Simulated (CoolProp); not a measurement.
Vapour-liquid equilibrium of R22 (1) + ethanol (2) at 294.8 K; x and y are mole fractions of (1).

The numbers come from the multi-fluid Helmholtz-energy mixture model, Kamei 1995 and Schroeder 2014; pair parameters Bell 2016 in CoolProp.

| x | bubble pressure, mixture model (MPa) | bubble pressure, Raoult's law (MPa) | y, mixture model | y, Raoult's law |
|---|---|---|---|---|
| 0.05 | 0.08200 | 0.05379 | 0.923 | 0.886 |
| 0.15 | 0.2407 | 0.1484 | 0.975 | 0.963 |
| 0.25 | (withheld) | 0.2430 | (withheld) | 0.980 |
| 0.35 | (withheld) | 0.3377 | (withheld) | 0.988 |
| 0.45 | 0.6114 | 0.4323 | 0.992 | 0.992 |
| 0.55 | (withheld) | 0.5269 | (withheld) | 0.994 |
| 0.65 | 0.7292 | 0.6215 | 0.994 | 0.996 |
| 0.75 | 0.7740 | 0.7161 | 0.995 | 0.998 |
| 0.85 | (withheld) | 0.8108 | 0.996 | 0.999 |
| 0.95 | 0.9018 | 0.9054 | 0.998 | 1.000 |

Task: Some entries are withheld; supply them.

Result: 
- 0.25, bubble pressure, mixture model (MPa): 0.3908
- 0.25, y, mixture model: 0.985
- 0.35, bubble pressure, mixture model (MPa): 0.5164
- 0.35, y, mixture model: 0.989
- 0.55, bubble pressure, mixture model (MPa): 0.6792
- 0.55, y, mixture model: 0.993
- 0.85, bubble pressure, mixture model (MPa): 0.8268

The largest gap from Raoult's law is +62.2 % in bubble pressure, at x = 0.15. No azeotrope shows between x = 0.05 and 0.95.

The pair parameters rest on a limited set of measurements; away from them the model extrapolates. The gap from Raoult's law changes sign with composition, which may be real or a fault of the pair parameters; it wasn't checked against measurements. With so large a gap from Raoult's law the liquid may split in two, which this calculation doesn't test in full.
